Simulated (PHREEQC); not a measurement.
A PHREEQC input (ion-association model, phreeqc.dat):

```
SOLUTION 1
  temp 25
  units mg/L
  pH 12.5
  pe 9
  Na 0.187
  K 0.65
  Ca 6.81
  Mg 0.0279
  Cl 3.13
  S(6) 3.74 as SO4
  Alkalinity 11.4 as HCO3
  Si 0.0028 as SiO2
  Li 0.0284
  Zn 0.378
  Cd 0.107
  Br 0.0277
  O(0) 0.0947
END
USE solution 1
EQUILIBRIUM_PHASES 1
  Gypsum 0 0
  CO2(g) -2 10
END
```

It stops with these messages:

```
WARNING: Maximum iterations exceeded, 100
WARNING: Maximum iterations exceeded, 100
WARNING: The program has failed to converge to a numerical solution.
ERROR:           Alkalinity has not converged. Total: 1.869323e-04	Calculated: 3.689807e-02	Residual: -3.671114e-02
ERROR: Is non-carbonate alkalinity greater than total alkalinity?
ERROR:                   Br has not converged. Total: 3.468618e-07	Calculated: 4.002147e-07	Residual: -5.335291e-08
ERROR:                   Ca has not converged. Total: 1.700061e-04	Calculated: 1.425737e-04	Residual: 2.743243e-05
ERROR:                   Cd has not converged. Total: 9.524949e-07	Calculated: 9.442741e-07	Residual: 8.220813e-09
ERROR:                   Cl has not converged. Total: 8.833576e-05	Calculated: 5.343487e-05	Residual: 3.490089e-05
ERROR:                    K has not converged. Total: 1.663258e-05	Calculated: 1.912670e-05	Residual: -2.494120e-06
ERROR:                   Li has not converged. Total: 4.095120e-06	Calculated: 4.653118e-06	Residual: -5.579980e-07
ERROR:                   Mg has not converged. Total: 1.148230e-06	Calculated: 1.097914e-06	Residual: 5.031574e-08
ERROR:                   Na has not converged. Total: 8.138636e-06	Calculated: 9.310718e-06	Residual: -1.172083e-06
ERROR:                 O(0) has not converged. Total: 5.922093e-06	Calculated: 5.939859e-06	Residual: -1.776662e-08
ERROR:                 S(6) has not converged. Total: 3.895437e-05	Calculated: 3.416306e-05	Residual: 4.791308e-06
ERROR:                   Si has not converged. Total: 4.662751e-08	Calculated: 4.420943e-08	Residual: 2.418076e-09
ERROR:                   Zn has not converged. Total: 5.785735e-06	Calculated: 5.402642e-06	Residual: 3.830923e-07
ERROR:                   Mu Ionic strength has not converged. 	Residual: 5.097411e-04
ERROR:               A(H2O) Activity of water has not converged. 	Residual: 6.290145e-04
ERROR: Model failed to converge for initial solution  1.
```

**Question.** Find the cause and the fix.

**Answer.** The fault: pH typed as 12.5 with the alkalinity kept. The line should read `pH 6.02` where the input has `pH 12.5`. With the mend the run ends at pH 6.08 and ionic strength 0.000581 mol/kgw.
